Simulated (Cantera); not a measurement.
A perfectly stirred reactor is fed with C₃H₈ : O₂ : N₂ = 1 : 7.04 : 26.5 (molar parts), equivalence ratio 0.71, at 2930 Torr; it is adiabatic with a 350 K inlet, and is followed from long to short residence time, starting on the burning branch (τ in s: 0.1, 0.049, 0.023, 0.011, 0.0054, 0.0026, 0.0012, 0.00058, 0.00028, 0.00013, 6.4e-05).

Detailed kinetics in Cantera: GRI-Mech 3.0 (53 species, 325 reactions). GRI-Mech 3.0 was tuned for natural gas; its chemistry of propane as a main component is partial and can be far from experiment.

Problem. What does this change do: pressure from 2930 Torr to 13500 Torr?

Solution. 
| quantity | before | after |
|---|---|---|
| blow-out, bracketed by the residence times tried | burning at 64.0 µs, the shortest tried | burning at 64.0 µs, the shortest tried |
| x(C₃H₈) at τ = 0.100 s | 2.55e-7 | 1.04e-7 |
| x(O₂) at τ = 0.100 s | 0.0572 | 0.0572 |
| x(OH) at τ = 0.100 s | 0.00100 | 0.000593 |
| x(CH₂CO) at τ = 0.100 s | 4.77e-7 | 2.19e-7 |
| x(C₂H₂) at τ = 0.100 s | 1.40e-6 | 6.68e-7 |
| x(C₃H₈) at τ = 2.60 ms | 4.93e-6 | 2.93e-6 |
| x(O₂) at τ = 2.60 ms | 0.0581 | 0.0577 |
| x(OH) at τ = 2.60 ms | 0.00232 | 0.000936 |
| x(CH₂CO) at τ = 2.60 ms | 8.79e-6 | 6.00e-6 |
| x(C₂H₂) at τ = 2.60 ms | 7.78e-6 | 9.92e-6 |
The pressure lies above the range GRI-Mech 3.0 was tuned for (to about 10 atm).
